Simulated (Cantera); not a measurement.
An adiabatic, constant-pressure homogeneous reactor starts with 11.2 % H₂, 18.7 % O₂, 70.1 % N₂, equivalence ratio 0.30, at 1573 K and 1.01 bar.

Cantera simulation using the H2/O2 subset of GRI-Mech 3.0, which has no nitrogen chemistry; the numbers are that mechanism's predictions, not measurements.

One state of this run: T (K) = 1932; x H₂ = 0.00755; x O₂ = 0.126; x H₂O₂ = 4.75e-7; x O = 0.0237; x HO₂ = 2.13e-5; x OH = 0.0159. x: mole fraction; the columns are a selection and need not sum to one.

Question: Which value of t (s) does it belong to?
A) 0.000126
B) 3.76e-5
C) 0.000422
D) 0.597

Answer: B, 3.76e-5
